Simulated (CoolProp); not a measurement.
Vapour-liquid equilibrium of ethane (1) + n-perfluorobutane (2) at 277.5 K; x and y are mole fractions of (1).

Model: multi-fluid Helmholtz-energy mixture model, Bücker 2006 and Gao 2022; pair parameters Bell 2016, in CoolProp.

Task: Give the bubble pressure and the first vapour's composition at x = 0.25, 0.45, 0.55. Is there an azeotrope?

Result: x = 0.25: 0.9687 MPa, y = 0.862; x = 0.45: 1.448 MPa, y = 0.910; x = 0.55: 1.630 MPa, y = 0.923. No azeotrope shows between x = 0.05 and 0.95.

The pair parameters rest on a limited set of measurements; away from them the model extrapolates. The gap from Raoult's law changes sign with composition, which may be real or a fault of the pair parameters; it wasn't checked against measurements.
